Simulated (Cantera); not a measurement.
A freely propagating, adiabatic, planar premixed flame of 3.86 % CH₄, 2.78 % C₂H₆, 16.2 % O₂, 77.2 % N₂, equivalence ratio 1.1, unburnt at 448 K and 1.30 bar; mixture-averaged transport, grid criteria slope 0.08 and curve 0.16, no radiation.

Model: GRI-Mech 3.0 (53 species, 325 reactions), integrated in Cantera. Burning velocities carry a grid error of a few per cent, more on coarse grids.

x: mole fraction of selected species; z is measured from the peak of heat release.

```json
[
 {"z (mm)": "-1.13", "T (K)": "448", "u (m/s)": "0.487", "x CH₄": "0.0385", "x C₂H₆": "0.0277", "x O₂": "0.162", "x N₂O": "<1e-8", "x CH₂": "<1e-8", "x O": "<1e-8"},
 {"z (mm)": "-0.755", "T (K)": "451", "u (m/s)": "0.491", "x CH₄": "0.0384", "x C₂H₆": "0.0277", "x O₂": "0.161", "x N₂O": "<1e-8", "x CH₂": "<1e-8", "x O": "<1e-8"},
 {"z (mm)": "-0.566", "T (K)": "462", "u (m/s)": "0.504", "x CH₄": "0.0380", "x C₂H₆": "0.0276", "x O₂": "0.160", "x N₂O": "<1e-8", "x CH₂": "<1e-8", "x O": "<1e-8"},
 {"z (mm)": "-0.378", "T (K)": "…", "u (m/s)": "0.587", "x CH₄": "0.0360", "x C₂H₆": "0.0267", "x O₂": "0.154", "x N₂O": "<1e-8", "x CH₂": "<1e-8", "x O": "<1e-8"},
 {"z (mm)": "-0.189", "T (K)": "…", "u (m/s)": "1.04", "x CH₄": "0.0263", "x C₂H₆": "0.0187", "x O₂": "0.121", "x N₂O": "1.12e-8", "x CH₂": "2.77e-8", "x O": "9.07e-7"},
 {"z (mm)": "-0.0944", "T (K)": "…", "u (m/s)": "1.49", "x CH₄": "0.0162", "x C₂H₆": "0.00792", "x O₂": "0.0838", "x N₂O": "2.78e-8", "x CH₂": "2.78e-6", "x O": "2.82e-5"},
 {"z (mm)": "0", "T (K)": "…", "u (m/s)": "1.91", "x CH₄": "0.00459", "x C₂H₆": "0.000430", "x O₂": "0.0424", "x N₂O": "5.53e-8", "x CH₂": "3.69e-5", "x O": "0.000427"},
 {"z (mm)": "0.0944", "T (K)": "1822", "u (m/s)": "2.08", "x CH₄": "0.000335", "x C₂H₆": "7.95e-7", "x O₂": "0.0196", "x N₂O": "8.41e-8", "x CH₂": "1.05e-5", "x O": "0.00152"},
 {"z (mm)": "0.189", "T (K)": "1867", "u (m/s)": "2.12", "x CH₄": "1.14e-5", "x C₂H₆": "<1e-8", "x O₂": "0.0122", "x N₂O": "9.50e-8", "x CH₂": "4.53e-7", "x O": "0.00192"},
 {"z (mm)": "0.378", "T (K)": "1917", "u (m/s)": "2.17", "x CH₄": "1.96e-8", "x C₂H₆": "<1e-8", "x O₂": "0.00843", "x N₂O": "9.10e-8", "x CH₂": "<1e-8", "x O": "0.00168"},
 {"z (mm)": "0.755", "T (K)": "1973", "u (m/s)": "2.22", "x CH₄": "<1e-8", "x C₂H₆": "<1e-8", "x O₂": "0.00614", "x N₂O": "8.34e-8", "x CH₂": "<1e-8", "x O": "0.00116"},
 {"z (mm)": "1.51", "T (K)": "2028", "u (m/s)": "2.28", "x CH₄": "<1e-8", "x C₂H₆": "<1e-8", "x O₂": "0.00407", "x N₂O": "7.41e-8", "x CH₂": "<1e-8", "x O": "0.000664"},
 {"z (mm)": "3.02", "T (K)": "2072", "u (m/s)": "2.32", "x CH₄": "<1e-8", "x C₂H₆": "<1e-8", "x O₂": "0.00231", "x N₂O": "6.02e-8", "x CH₂": "<1e-8", "x O": "0.000325"}
]
```

Question: Some entries are withheld; supply them.

Answer: 
- -0.378, T (K): 535
- -0.189, T (K): 926
- -0.0944, T (K): 1313
- 0, T (K): 1675
